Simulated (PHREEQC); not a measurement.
A solution holds 6.8 mmol/kgw HF, 0.078 mmol/kgw NH4F, 0.07 mmol/kgw H2SiF6 and 0.2 mmol/kgw H2SO4, at 70 °C. Closed to the air; pH follows from the charge balance.

All values are PHREEQC results (ion-association model, phreeqc.dat), not measurements.

| Item | Value |
|---|---|
| pH | 2.84 |
| ionic strength | 0.00178 mol/kgw |
| total alkalinity | -7.62 meq/kg |

```tsv
species	molality	activity	log γ
HF	0.00592	0.00592	0.000
H+	0.00153	0.00146	-0.021
F-	0.00119	0.00113	-0.022
SO4-2	0.000145	0.000119	-0.088
NH4+	7.79e-5	7.39e-5	-0.023
HSO4-	5.47e-5	5.20e-5	-0.022
H4SiO4	4.76e-5	4.76e-5	0.000
```

Precipitation was switched off in this run. Species that the database lacks are ignored. Constants without temperature data keep their 25 °C values here. SiF6-2 is the database's only silicon fluoride.
